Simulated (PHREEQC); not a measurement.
Dissolve 0.047 mol H2SO4 per kg of water at 25 °C. Closed to the air; pH follows from the charge balance.

Model: ion-association model, wateq4f.dat, run in PHREEQC.

This is a speciation only: nothing precipitates in the calculation.

**Question.** What pH, ionic strength does the model give?

**Answer.** pH 1.30; ionic strength 0.0736 mol/kgw.

**Question.** In which forms is S present?

**Answer.** HSO4- 72 %, SO4-2 28 % of the S.
